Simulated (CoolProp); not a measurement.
Vapour-liquid equilibrium of R134a (1) + R123 (2) at 0.208 bar; x and y are mole fractions of (1).

Computed with CoolProp (multi-fluid Helmholtz-energy mixture model, Tillner-Roth 1994 and Younglove 1994; pair parameters Bell 2016).

```json
[
 {"x": "0.05", "bubble temperature (K)": "253.2", "y at the bubble point": "0.447", "dew temperature at overall composition x (K)": "262.7", "liquid density (mol/L)": "10.41"},
 {"x": "0.125", "bubble temperature (K)": "243.1", "y at the bubble point": "0.713", "dew temperature at overall composition x (K)": "261.2", "liquid density (mol/L)": "10.76"},
 {"x": "0.2", "bubble temperature (K)": "236.7", "y at the bubble point": "0.822", "dew temperature at overall composition x (K)": "259.6", "liquid density (mol/L)": "11.07"},
 {"x": "0.275", "bubble temperature (K)": "232.3", "y at the bubble point": "0.877", "dew temperature at overall composition x (K)": "257.8", "liquid density (mol/L)": "11.36"},
 {"x": "0.35", "bubble temperature (K)": "229.2", "y at the bubble point": "0.909", "dew temperature at overall composition x (K)": "255.9", "liquid density (mol/L)": "11.63"},
 {"x": "0.425", "bubble temperature (K)": "226.8", "y at the bubble point": "0.930", "dew temperature at overall composition x (K)": "253.8", "liquid density (mol/L)": "11.91"},
 {"x": "0.5", "bubble temperature (K)": "225.0", "y at the bubble point": "0.944", "dew temperature at overall composition x (K)": "251.5", "liquid density (mol/L)": "12.19"},
 {"x": "0.575", "bubble temperature (K)": "223.5", "y at the bubble point": "0.955", "dew temperature at overall composition x (K)": "248.9", "liquid density (mol/L)": "12.47"},
 {"x": "0.65", "bubble temperature (K)": "222.2", "y at the bubble point": "0.964", "dew temperature at overall composition x (K)": "246.0", "liquid density (mol/L)": "12.77"},
 {"x": "0.725", "bubble temperature (K)": "221.1", "y at the bubble point": "0.972", "dew temperature at overall composition x (K)": "242.5", "liquid density (mol/L)": "13.07"},
 {"x": "0.8", "bubble temperature (K)": "220.1", "y at the bubble point": "0.979", "dew temperature at overall composition x (K)": "238.2", "liquid density (mol/L)": "13.39"},
 {"x": "0.875", "bubble temperature (K)": "219.1", "y at the bubble point": "0.986", "dew temperature at overall composition x (K)": "232.5", "liquid density (mol/L)": "13.73"},
 {"x": "0.95", "bubble temperature (K)": "218.1", "y at the bubble point": "0.994", "dew temperature at overall composition x (K)": "224.2", "liquid density (mol/L)": "14.08"}
]
```

No azeotrope shows between x = 0.05 and 0.95.

Pair parameters are fitted to limited data, so mixtures are less certain than the pure fluids.
